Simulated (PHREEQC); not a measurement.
**Acid rinse or clean: speciation**

Consider water at 25 °C with 11 mmol/kgw HCl, 0.15 mmol/kgw FeCl3 and 0.19 mmol/kgw CuCl2. It is in equilibrium with CO2 at log p = -3.4 (atm). Otherwise closed; pH follows from the charge balance.

All values are PHREEQC results (ion-association model, phreeqc.dat), not measurements.

Precipitation was switched off in this run.

Task: What pH does the model give?

Result: pH 2.00.

Task: In which forms is Fe present?

Result: Fe+3 61 %, FeOH+2 25 %, FeCl+2 12 %, Fe(OH)2+ 0.6 % of the Fe.

Examples of supersaturated solids here: Hematite (slow to form), Goethite (slow to form). Others may be too. Species that the database lacks are ignored.
